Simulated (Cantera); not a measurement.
Input (Python, Cantera) and output of one run.

```python
import numpy as np
import cantera as ct

gas_names = [...]  # 116 gases of nasa_gas.yaml made of C, H, K, O
cond_names = """
    C(gr) C6H6(L) C7H8(L) C8H18(L),n-octa H2O(s) H2O(L) K(cr) K(L) KOH(a) KOH(b) KOH(L) KO2(s) K2CO3(s)
    K2CO3(L) K2O(s) K2O2(s)
""".split()


# ... load() reads the species with a 1 bar reference pressure and builds the phases ...
atoms = {
    'K2CO3': {'K': 2, 'C': 1, 'O': 3},
    'CO2': {'C': 1, 'O': 2},
    'H2O': {'H': 2, 'O': 1},
}
top_T = {'C(gr)': 4500, 'KO2(s)': 780, 'K2O(s)': 1000, 'K2O2(s)': 760}  # K; cautious upper limits of use, not melting points


# ... equilibrate(T, P, feed) seeds the gas with the atoms and calls Mixture.equilibrate('TP', solver="vcs", rtol=1e-11, max_steps=5000) ...
results = []
feed = {'K2CO3': 1, 'CO2': 0.045, 'H2O': 0.017}  # mol
P = 1333.22  # Pa
for T in [725, 825, 925, 1025, 1125, 1225, 1325, 1425, 1525, 1625, 1725, 1825, 1925, 2025]:
    mix = equilibrate(T, P, feed)
    results.append((T, P, feed, dict(zip(mix.species_names, mix.species_moles))))
    x = sorted(zip(gas.X, gas.species_names), reverse=True)
    print(f"T = {T:g} K  P = {P:g} Pa  gas = {mix.phase_moles(0):.4g} mol")
    print("   x: " + "  ".join(f"{s} {v:.3e}" for v, s in x if v > 0.0001))
    print("   condensed (mol): " + ("  ".join(f"{mix.phase(i).name} {mix.phase_moles(i):.4g}"
          for i in range(1, mix.n_phases) if mix.phase_moles(i) > 1e-12) or "none"))
```

It prints:

```
T = 725 K  P = 1333.22 Pa  gas = 0.062 mol
   x: CO2 7.258e-01  H2O 2.742e-01
   condensed (mol): K2CO3(s) 1
T = 825 K  P = 1333.22 Pa  gas = 0.062 mol
   x: CO2 7.258e-01  H2O 2.742e-01
   condensed (mol): K2CO3(s) 1
T = 925 K  P = 1333.22 Pa  gas = 0.062 mol
   x: CO2 7.258e-01  H2O 2.742e-01
   condensed (mol): K2CO3(s) 1
T = 1025 K  P = 1333.22 Pa  gas = 0.06203 mol
   x: CO2 7.257e-01  H2O 2.738e-01  KOH 4.453e-04
   condensed (mol): K2CO3(s) 1
T = 1125 K  P = 1333.22 Pa  gas = 0.06238 mol
   x: CO2 7.244e-01  H2O 2.695e-01  KOH 6.030e-03
   condensed (mol): K2CO3(s) 0.9998
T = 1225 K  P = 1333.22 Pa  gas = 0.06504 mol
   x: CO2 7.152e-01  H2O 2.382e-01  KOH 4.629e-02  K 2.137e-04
   condensed (mol): K2CO3(L) 0.9985
T = 1325 K  P = 1333.22 Pa  gas = 0.07687 mol
   x: CO2 6.811e-01  KOH 1.883e-01  H2O 1.268e-01  K 2.803e-03  O2 7.274e-04  K2O2H2 1.787e-04
   condensed (mol): K2CO3(L) 0.9926
T = 1425 K  P = 1333.22 Pa  gas = 0.09651 mol
   x: CO2 6.358e-01  KOH 3.142e-01  K 2.464e-02  H2O 1.892e-02  O2 6.193e-03  K2O2H2 1.456e-04  CO 1.048e-04
   condensed (mol): K2CO3(L) 0.9836
T = 1525 K  P = 1333.22 Pa  gas = 0.135 mol
   x: CO2 5.413e-01  KOH 2.500e-01  K 1.655e-01  O2 4.123e-02  H2O 8.920e-04  KO 8.444e-04  CO 1.634e-04
   condensed (mol): K2CO3(L) 0.9719
T = 1625 K  P = 1333.22 Pa  gas = 3.529 mol
   x: K 5.524e-01  CO2 2.960e-01  O2 1.370e-01  KOH 9.634e-03  KO 4.716e-03  CO 1.908e-04
   condensed (mol): none
T = 1725 K  P = 1333.22 Pa  gas = 3.53 mol
   x: K 5.525e-01  CO2 2.954e-01  O2 1.373e-01  KOH 9.621e-03  KO 4.377e-03  CO 6.315e-04  O 1.862e-04
   condensed (mol): none
T = 1825 K  P = 1333.22 Pa  gas = 3.533 mol
   x: K 5.523e-01  CO2 2.939e-01  O2 1.377e-01  KOH 9.581e-03  KO 4.096e-03  CO 1.822e-03  O 4.939e-04
   condensed (mol): none
T = 1925 K  P = 1333.22 Pa  gas = 3.54 mol
   x: K 5.516e-01  CO2 2.905e-01  O2 1.386e-01  KOH 9.456e-03  CO 4.657e-03  KO 3.863e-03  O 1.187e-03
   condensed (mol): none
T = 2025 K  P = 1333.22 Pa  gas = 3.555 mol
   x: K 5.498e-01  CO2 2.833e-01  O2 1.405e-01  CO 1.064e-02  KOH 9.115e-03  KO 3.669e-03  O 2.625e-03  OH 2.061e-04  H2O 1.124e-04
   condensed (mol): none
```

Cantera equilibrium calculation (NASA polynomials, part measured and part estimated; ideal gas, pure solids and liquids).
